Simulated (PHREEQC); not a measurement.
# Buffer: an equilibrium model

Consider water at 25 °C with 0.0012 mol/kgw NaHSO4 and 0.002 mol/kgw Na2CO3. Closed to the air; pH follows from the charge balance.

The numbers come from PHREEQC with the ion-association model, phreeqc.dat.

This is a speciation only: nothing precipitates in the calculation.

### Question
Estimate the pH.

### Answer
pH 9.93.

### Question
In which forms is S present?

### Answer
SO4-2 98 %, NaSO4- 1.8 % of the S.
